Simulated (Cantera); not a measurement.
Input: 1 mol AlCl3, 0.58 mol H2O, 99 mol H2, at 0.00470 bar.

Method: chemical equilibrium by Gibbs-energy minimisation in Cantera with the NASA 1993 tables (ideal gas, pure condensed phases). Candidate condensed phases: Al, AlCl3, Al2O3, H2O; 29 gas species. The tables' values for AlCl2 are old estimates; treat these amounts as uncertain. Rates play no part.

x: gas mole fraction; n: condensed amount in mol.

```csv
T (°C),x H2,x HCl,x H,x AlCl,n Al2O3(s)
727,0.982,0.0115,3.28e-8,4.53e-7,0.193
877,0.982,0.0118,(withheld),(withheld),0.193
1027,0.978,(withheld),(withheld),(withheld),0.193
1177,0.972,0.0215,0.000136,0.00471,0.193
1327,0.970,0.0231,0.000781,0.00570,0.193
1477,0.967,0.0232,0.00334,0.00597,0.189
1627,0.959,0.0228,0.0113,0.00628,0.172
```

**Question.** Fill in the missing entries.

**Answer.** 
- 877, x H: 1.08e-6
- 877, x AlCl: 8.59e-5
- 1027, x HCl: 0.0157
- 1027, x H: 1.60e-5
- 1027, x AlCl: 0.00179
